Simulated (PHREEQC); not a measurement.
Make-up at 25 °C: 0.0032 mol/kgw FeCl3, 0.017 mol/kgw CaCl2, 3.1e-05 mol/kgw HCl and 0.089 mol/kgw Na2SO4. Closed to the air; pH follows from the charge balance.

Model: ion-association model, phreeqc.dat, run in PHREEQC.

Task: The ionic strength comes out as 0.260 mol/kgw. What activity coefficients do Fe(OH)2+, Ca+2, FeSO4+, FeCl2+, Fe+3 get?

Result: Fe(OH)2+ 0.73, Ca+2 0.30, FeSO4+ 0.72, FeCl2+ 0.72, Fe+3 0.12.

This is a speciation only: nothing precipitates in the calculation. Saturation is exceeded, for instance for Fe(OH)3(a), Gypsum; the values hold only as long as no solid forms.
